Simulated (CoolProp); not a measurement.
Cyclopentane along the isobar 8.21 bar: density (kg/m³) from the reference equation and from simpler models built on Tc = 238.6 °C, pc = 45.83 bar, ω = 0.202; each cubic takes its own stable root.

The numbers come from the reference Helmholtz-energy equation of state, Gedanitz 2015 in CoolProp.

```
T (°C)   phase  reference  van der Waals  Peng-Robinson
------  ------  ---------  -------------  -------------
38.15   liquid      728.1          464.0          787.4
47.65   liquid      718.3          457.9          777.0
57.15   liquid      708.4          451.4          766.2
66.65   liquid      698.3          444.7          754.8
76.15   liquid      687.9          437.7          742.8
85.55   liquid      677.2          22.46          730.2
95.05   liquid      666.2          21.64          716.8
104.55  liquid      654.7          20.89          702.6
```

At some of these states van der Waals gives the other phase, because its saturation line lies elsewhere.
